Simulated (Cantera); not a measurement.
**Ignition delay**

Mixture: CO : H₂ : O₂ : N₂ = 1 : 1 : 0.714 : 2.69 (molar parts), at 1000000 Pa, adiabatic and at constant pressure. Ignition delay is the time to a rise of 400 K.

Detailed kinetics in Cantera: GRI-Mech 3.0 (53 species, 325 reactions). The hydrogen kinetics of GRI-Mech 3.0 are dated; newer H2 mechanisms differ, most at raised pressure. Where the delays flatten at high temperature, the 400 K rule measures the pace of heat release, not the induction time.

```tsv
T0 (K)	delay (ms)
1323	0.00463
1398	0.00285
1473	0.00202
1548	0.00155
1623	0.00126
1698	0.00106
1773	0.000928
```
